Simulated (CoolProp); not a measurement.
Normal hydrogen along the isotherm -251.05 °C: fugacity coefficient from the reference equation and from simpler models built on Tc = -240.0 °C, pc = 1.296 MPa, ω = -0.219; each cubic takes its own stable root.

The numbers come from the reference Helmholtz-energy equation of state, Leachman 2009 in CoolProp.

```
p (MPa)   phase  reference
-------  ------  ---------
0.324    liquid     0.4584
0.648    liquid     0.2413
0.972    liquid     0.1693
1.3      liquid     0.1332
1.62     liquid     0.1123
1.94     liquid    0.09856
2.27     liquid    0.08860
2.59     liquid    0.08154
2.92     liquid    0.07604
3.24     liquid    0.07192
```

How far does each simpler model (van der Waals, Soave-Redlich-Kwong) lie from the reference over these 10 states: mean and median of the absolute difference, and the worst?


- van der Waals: mean 29.4 %, median 29.4 %, worst +36.2 % at -251.05 °C and 3.24 MPa
- Soave-Redlich-Kwong: mean 3.0 %, median 3.0 %, worst -4.9 % at -251.05 °C and 3.24 MPa
